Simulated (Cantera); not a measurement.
Charge: 1 mol PbO, 0.53 mol O2, 30 mol H2, at 1425 K and 12.0 Pa.

Cantera equilibrium calculation (NASA polynomials, part measured and part estimated; ideal gas, pure solids and liquids). Candidate condensed phases: H2O, Pb, PbO, PbO2, Pb3O4; 12 gas species. Equilibrium is a limit: real reactors are often held back by kinetics, nucleation or transport.

Base state: H2 0.901, H2O 0.0664, Pb 0.0322, H 0.000591 (mole fractions); condensed: gas only.

### Question
What changes in the equilibrium state with this change: temperature from 1425 K to 773.15 K?

### Answer
```tsv
species	before	after
H2	0.901	0.931
H2O	0.0664	0.0687
Pb	0.0322	0.000194
H	0.000591	<1e-9
Pb(l), mol	0	0.994
```

### Question
What changes in the equilibrium state with this change: O2 from 0.53 to 2.4 mol?

### Answer
| species | before | after |
|---|---|---|
| H2 | 0.901 | 0.780 |
| H2O | 0.0664 | 0.187 |
| Pb | 0.0322 | 0.0322 |
| H | 0.000591 | 0.000550 |

### Question
What changes in the equilibrium state with this change: PbO replaced by Hg?

### Answer
```csv
species,before,after
H2,0.901,0.933
H2O,0.0664,0.0342
Hg,0,0.0322
Pb,0.0322,0
H,0.000591,0.000601
```
Further candidate phases: Hg, HgO.
